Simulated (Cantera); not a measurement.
A closed system holds: 1 mol LiOH, 0.014 mol H2, held at 36000 Pa.

Cantera equilibrium calculation (NASA polynomials, part measured and part estimated; ideal gas, pure solids and liquids). Candidate condensed phases: H2O, Li, LiH, LiOH, Li2O; 17 gas species. Mutual solubility and eutectic melting of coexisting phases are not modelled. Kinetics and transport are ignored.

log p: log10 of the partial pressure in bar; n: condensed amount in mol.

```json
[
 {"T (K)": "1048", "log p H2O": "-0.62", "log p LiOH": "-4.53", "log p H2": "-0.93", "log p Li2O": "-11.88", "log p Li": "(withheld)", "log p Li2(OH)2": "-5.23", "log p OH": "-10.77", "n LiOH(l)": "0.943", "n Li2O(s)": "0.0287", "n Li2O(l)": "0"},
 {"T (K)": "1198", "log p H2O": "-0.46", "log p LiOH": "-3.31", "log p H2": "-2.01", "log p Li2O": "-9.28", "log p Li": "(withheld)", "log p Li2(OH)2": "-4.35", "log p OH": "-8.28", "n LiOH(l)": "0", "n Li2O(s)": "0.500", "n Li2O(l)": "0"},
 {"T (K)": "1348", "log p H2O": "-0.46", "log p LiOH": "-2.44", "log p H2": "-2.01", "log p Li2O": "-7.28", "log p Li": "(withheld)", "log p Li2(OH)2": "-3.81", "log p OH": "-6.88", "n LiOH(l)": "0", "n Li2O(s)": "0.497", "n Li2O(l)": "0"},
 {"T (K)": "1498", "log p H2O": "-0.48", "log p LiOH": "-1.76", "log p H2": "-2.02", "log p Li2O": "-5.71", "log p Li": "(withheld)", "log p Li2(OH)2": "-3.41", "log p OH": "-5.78", "n LiOH(l)": "0", "n Li2O(s)": "0.487", "n Li2O(l)": "0"},
 {"T (K)": "1648", "log p H2O": "-0.54", "log p LiOH": "-1.23", "log p H2": "-2.05", "log p Li2O": "-4.43", "log p Li": "(withheld)", "log p Li2(OH)2": "-3.13", "log p OH": "-4.91", "n LiOH(l)": "0", "n Li2O(s)": "0.453", "n Li2O(l)": "0"},
 {"T (K)": "1798", "log p H2O": "-0.68", "log p LiOH": "-0.85", "log p H2": "-2.12", "log p Li2O": "-3.39", "log p Li": "(withheld)", "log p Li2(OH)2": "-3.01", "log p OH": "-4.26", "n LiOH(l)": "0", "n Li2O(s)": "0.370", "n Li2O(l)": "0"},
 {"T (K)": "1948", "log p H2O": "-0.93", "log p LiOH": "-0.63", "log p H2": "-2.26", "log p Li2O": "-2.60", "log p Li": "(withheld)", "log p Li2(OH)2": "-3.14", "log p OH": "-3.79", "n LiOH(l)": "0", "n Li2O(s)": "0", "n Li2O(l)": "0.241"}
]
```

Task: Some entries are withheld; supply them.

Result: 
- 1048, log p Li: -9.48
- 1198, log p Li: -8.06
- 1348, log p Li: -6.49
- 1498, log p Li: -5.24
- 1648, log p Li: -4.22
- 1798, log p Li: -3.35
- 1948, log p Li: -2.64
